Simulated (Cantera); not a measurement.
**Silicon nitride deposition: SiH2Cl2 + N2**

Feed: 1 mol SiH2Cl2, a varied amount of N2, equilibrated at 0.100 bar.

Method: chemical equilibrium by Gibbs-energy minimisation in Cantera with the NASA 1993 tables (ideal gas, pure condensed phases). Candidate condensed phases: NH4Cl, Si, Si3N4; 28 gas species. Mutual solubility and eutectic melting of coexisting phases are not modelled. The tables' values for SiCl3 are old estimates. Rates play no part.

Problem. Map the stable condensed phases over T = 1798, 1823, 1848, 1873, 1898, 1923, 1948, 1973, 1998, 2023, 2048, 2073, 2098 K and n(N2) in mol = 0.24, 0.28, 0.33, 0.39, 0.45, 0.53, 0.63, 0.74, 0.87, 1.

Solution. 
```
T in K \ n(N2) in mol
         0.24 0.28 0.33 0.39 0.45 0.53 0.63 0.74 0.87    1
   2098     A    A    A    A    A    A    A    A    A    A
   2073     A    A    A    A    A    A    A    A    A    A
   2048     A    A    A    A    A    A    A    A    A    A
   2023     A    A    A    A    A    A    A    A    A    A
   1998     A    A    A    A    A    A    A    A    A    A
   1973     A    A    A    A    A    A    A    A    A    A
   1948     A    A    A    A    A    A    A    A    A    A
   1923     A    A    A    A    A    A    A    A    A    A
   1898     A    A    A    A    A    A    A    A    A    A
   1873     A    A    A    A    A    A    A    A    B    C
   1848     A    A    A    A    A    B    C    C    C    C
   1823     A    A    B    B    C    C    C    C    C    C
   1798     B    B    B    C    C    C    C    C    C    C
```
A: Si; B: Si + Si3N4; C: Si3N4.
